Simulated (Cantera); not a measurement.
**Silicon epitaxy and polysilicon growth: Si2H6 + N2**

A closed system holds: 1 mol Si2H6, 11 mol N2, at 1525 °C and 0.380 bar.

Method: chemical equilibrium by Gibbs-energy minimisation in Cantera with the NASA 1993 tables (ideal gas, pure condensed phases). Candidate condensed phases: Si, Si3N4; 18 gas species. The feed counts by its element totals alone. The numbers say what is thermodynamically allowed, not how fast it happens.

| Property | Result |
|---|---|
| x(N2) | 0.763 |
| x(H2) | 0.237 |
| x(H) | 0.000278 |
| x(NH3) | 1.12e-6 |
| n(Si3N4(s)) | 0.667 mol |
| gas amount | 12.67 mol |
| log10 activity of Si(l) (absent) | -1.02 |
